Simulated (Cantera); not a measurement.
Input (Python, Cantera):

```python
import numpy as np
import cantera as ct

surf = ct.Interface("diamond.yaml", "diamond_100")
gas, bulk = surf.adjacent["gas"], surf.adjacent["diamond"]
k = surf.kinetics_species_index(bulk.species_names[0])
cover = ["c6HH", "c6H*", "c6*H", "c6**", "c6HM", "c6B"]

rows, drift = [], 0.0
print(f"{'xH':>10s}{'um/h':>11s}" + "".join(f"{s:>11s}" for s in cover))
for v in [0.0001, 0.00023, 0.00053, 0.0012, 0.0029, 0.0066, 0.015, 0.035, 0.082]:
    T, P, xH, xCH3 = 998, 6000, v, 8.3e-05
    gas.TPX = T, P, {"H": xH, "CH3": xCH3, "CH4": 0.0091, "H2": 1 - xH - xCH3 - 0.0091}
    surf.TP = bulk.TP = T, P
    surf.coverages = "c6H*:0.1, c6HH:0.9"
    surf.advance_coverages(100.0)
    before = surf.coverages
    surf.advance_coverages(100.0)
    drift = max(drift, np.max(np.abs(surf.coverages - before) / (surf.coverages + 1e-9)))
    rate = surf.net_production_rates[k] * bulk.mean_molecular_weight / bulk.density * 3.6e9
    rows.append([rate, *surf[cover].coverages])
    print(f"{v:10.4g}{rate:11.4e}" + "".join(f"{x:11.3e}" for x in rows[-1][1:]))
```

Output:

```
        xH       um/h       c6HH       c6H*       c6*H       c6**       c6HM        c6B
    0.0001 6.8277e-01  5.322e-01  1.399e-02  2.881e-01  3.793e-03  1.179e-01  1.853e-09
   0.00023 1.2129e+00  5.387e-01  1.529e-02  3.148e-01  5.745e-03  9.148e-02  3.291e-09
   0.00053 1.7635e+00  5.584e-01  1.644e-02  3.384e-01  7.426e-03  5.788e-02  4.785e-09
    0.0012 2.1669e+00  5.761e-01  1.726e-02  3.550e-01  8.530e-03  3.146e-02  5.880e-09
    0.0029 2.4182e+00  5.879e-01  1.777e-02  3.652e-01  9.182e-03  1.454e-02  6.562e-09
    0.0066 2.5338e+00  5.935e-01  1.804e-02  3.698e-01  9.478e-03  6.696e-03  6.876e-09
     0.015 2.5891e+00  5.961e-01  1.825e-02  3.719e-01  9.627e-03  3.010e-03  7.026e-09
     0.035 2.6180e+00  5.973e-01  1.855e-02  3.726e-01  9.724e-03  1.304e-03  7.104e-09
     0.082 2.6387e+00  5.978e-01  1.915e-02  3.725e-01  9.835e-03  5.606e-04  7.160e-09
```

Detailed kinetics in Cantera: the Harris–Goodwin 1993 mechanism for the reconstructed diamond (100) surface.
